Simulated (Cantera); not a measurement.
Cantera run:

```python
import numpy as np
import cantera as ct

gas_names = """
    CL CLO CL2 H HCL HOCL HO2 H2 H2O H2O2 Mg MgCL MgCL2 MgH MgO MgOH MgO2H2 Mg2 O OH O2 O3
""".split()
cond_names = """
    H2O(s) H2O(L) Mg(cr) Mg(L) MgCL2(s) MgCL2(L) MgO(s) MgO(L) MgO2H2(s)
""".split()


# ... load() reads the species with a 1 bar reference pressure and builds the phases ...
atoms = {
    'MgO': {'Mg': 1, 'O': 1},
    'HCl': {'H': 1, 'CL': 1},
    'O2': {'O': 2},
}
top_T = {}  # K; cautious upper limits of use, not melting points


# ... equilibrate(T, P, feed) seeds the gas with the atoms and calls Mixture.equilibrate('TP', solver="vcs", rtol=1e-11, max_steps=5000) ...
results = []
feed = {'MgO': 1, 'HCl': 1, 'O2': 3.1}  # mol
P = 8.4  # Pa
for T in [1148, 1223, 1298, 1373, 1448, 1523, 1598, 1673, 1748, 1823, 1898]:
    mix = equilibrate(T, P, feed)
    results.append((T, P, feed, dict(zip(mix.species_names, mix.species_moles))))
    x = sorted(zip(gas.X, gas.species_names), reverse=True)
    print(f"T = {T:g} K  P = {P:g} Pa  gas = {mix.phase_moles(0):.4g} mol")
    print("   x: " + "  ".join(f"{s} {v:.3e}" for v, s in x if v > 0.0001))
    print("   condensed (mol): " + ("  ".join(f"{mix.phase(i).name} {mix.phase_moles(i):.4g}"
          for i in range(1, mix.n_phases) if mix.phase_moles(i) > 1e-12) or "none"))
```

Result:

```
T = 1148 K  P = 8.4 Pa  gas = 4.111 mol
   x: O2 7.478e-01  HCL 2.166e-01  CL 1.794e-02  H2O 1.335e-02  CL2 3.764e-03  MgCL2 6.126e-04
   condensed (mol): MgO(s) 0.9975
T = 1223 K  P = 8.4 Pa  gas = 4.125 mol
   x: O2 7.435e-01  HCL 2.083e-01  CL 2.813e-02  H2O 1.703e-02  CL2 1.858e-03  MgCL2 1.112e-03
   condensed (mol): MgO(s) 0.9954
T = 1298 K  P = 8.4 Pa  gas = 4.139 mol
   x: O2 7.385e-01  HCL 1.967e-01  CL 3.974e-02  H2O 2.242e-02  MgCL2 1.686e-03  CL2 8.935e-04
   condensed (mol): MgO(s) 0.993
T = 1373 K  P = 8.4 Pa  gas = 4.154 mol
   x: O2 7.328e-01  HCL 1.827e-01  CL 5.259e-02  H2O 2.895e-02  MgCL2 2.300e-03  CL2 4.395e-04  OH 1.796e-04
   condensed (mol): MgO(s) 0.9904
T = 1448 K  P = 8.4 Pa  gas = 4.17 mol
   x: O2 7.266e-01  HCL 1.672e-01  CL 6.639e-02  H2O 3.612e-02  MgCL2 2.915e-03  OH 4.191e-04  CL2 2.239e-04  O 1.814e-04
   condensed (mol): MgO(s) 0.9878
T = 1523 K  P = 8.4 Pa  gas = 4.186 mol
   x: O2 7.198e-01  HCL 1.510e-01  CL 8.070e-02  H2O 4.350e-02  MgCL2 3.488e-03  OH 8.932e-04  O 5.107e-04  CL2 1.181e-04
   condensed (mol): MgO(s) 0.9854
T = 1598 K  P = 8.4 Pa  gas = 4.205 mol
   x: O2 7.124e-01  HCL 1.347e-01  CL 9.504e-02  H2O 5.063e-02  MgCL2 3.982e-03  OH 1.758e-03  O 1.304e-03
   condensed (mol): MgO(s) 0.9833
T = 1673 K  P = 8.4 Pa  gas = 4.226 mol
   x: O2 7.041e-01  HCL 1.189e-01  CL 1.090e-01  H2O 5.711e-02  MgCL2 4.371e-03  OH 3.225e-03  O 3.060e-03  H 1.315e-04  H2 1.121e-04
   condensed (mol): MgO(s) 0.9815
T = 1748 K  P = 8.4 Pa  gas = 4.252 mol
   x: O2 6.941e-01  CL 1.221e-01  HCL 1.038e-01  H2O 6.245e-02  O 6.665e-03  OH 5.553e-03  MgCL2 4.641e-03  H 4.078e-04  H2 2.675e-04
   condensed (mol): MgO(s) 0.9802
T = 1823 K  P = 8.4 Pa  gas = 4.288 mol
   x: O2 6.810e-01  CL 1.339e-01  HCL 8.961e-02  H2O 6.614e-02  O 1.358e-02  OH 9.019e-03  MgCL2 4.793e-03  H 1.140e-03  H2 5.820e-04
   condensed (mol): MgO(s) 0.9789
T = 1898 K  P = 8.4 Pa  gas = 4.345 mol
   x: O2 6.626e-01  CL 1.442e-01  HCL 7.621e-02  H2O 6.744e-02  O 2.605e-02  OH 1.383e-02  MgCL2 4.826e-03  H 2.902e-03  H2 1.158e-03  Mg 6.667e-04
   condensed (mol): MgO(s) 0.9756
```

Cantera equilibrium calculation (NASA polynomials, part measured and part estimated; ideal gas, pure solids and liquids).
